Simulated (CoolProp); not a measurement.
Ethanol at several states: Z from the reference equation and from simpler models built on Tc = 514.7 K, pc = 6.268 MPa, ω = 0.644; each cubic takes its own stable root.

Computed with CoolProp (reference Helmholtz-energy equation of state, Schroeder 2014).

```tsv
T (K)	p (MPa)	phase	reference
405.1	0.275	gas	0.9559
198	17.8	liquid	0.5659
490.4	0.0409	gas	0.9975
449.8	0.238	gas	0.9777
347.1	0.385	liquid	0.008292
```

### Question
How far does each simpler model (Redlich-Kwong, Peng-Robinson) lie from the reference over these 5 states: mean and median of the absolute difference, and the worst?

### Answer
- Redlich-Kwong: mean 2237.9 %, median 1.5 %, worst +11162.7 % at 347.1 K and 0.385 MPa
- Peng-Robinson: mean 2.7 %, median 0.5 %, worst +8.1 % at 198 K and 17.8 MPa

At some of these states Redlich-Kwong gives the other phase, because its saturation line lies elsewhere.
